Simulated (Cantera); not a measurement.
Feed: 1 mol Al(CH3)3, 1.8 mol N2, 1 mol H2, at 1.33 mbar.

Equilibrium computed with Cantera from the NASA thermochemical tables; the gas is ideal and each condensed phase is pure. Candidate condensed phases: Al, AlN, C, C6H6, C7H8, C8H18; 97 gas species. The feed counts by its element totals alone. Kinetics and transport are ignored.

x: gas mole fraction; n: condensed amount in mol.

```
T (K)   x H2   x N2       x H      x Al     x CH4     x HCN  x C2H2 (acetylene)  n AlN(s)  n C(graphite)
-----  -----  -----  --------  --------  --------  --------  ------------------  --------  -------------
673    0.794  0.194    <1e-12    <1e-12    0.0128  8.21e-10              <1e-12      1.00           2.91
873    0.808  0.191   1.15e-9    <1e-12  0.000391   1.98e-7            1.79e-11      1.00           3.00
1073   0.809  0.191       ___    <1e-12       ___       ___                 ___      1.00           3.00
1273   0.809  0.191       ___       ___       ___       ___                 ___      1.00           3.00
1473   0.808  0.191  0.000312   1.14e-6   2.56e-6  0.000342             5.26e-6     1.000           3.00
1673   0.805  0.190   0.00280  0.000568   1.05e-6   0.00123             4.59e-5     0.996           2.99
1873   0.706  0.203    0.0149    0.0711   4.05e-7   0.00328            0.000220     0.447           2.97
2073   0.611  0.207    0.0563     0.116   1.75e-7   0.00692            0.000749         0           2.92
2273   0.517  0.192     0.165     0.110   8.04e-8    0.0119             0.00195         0           2.84
```

### Question
Complete the blanks.

### Answer

- 1273, x H: 1.76e-5
- 1273, x Al: 3.15e-10
- 1273, x CH4: 8.19e-6
- 1273, x HCN: 6.28e-5
- 1273, x C2H2 (acetylene): 3.01e-7
- 1073, x H: 3.45e-7
- 1073, x CH4: 4.01e-5
- 1073, x HCN: 6.06e-6
- 1073, x C2H2 (acetylene): 5.81e-9
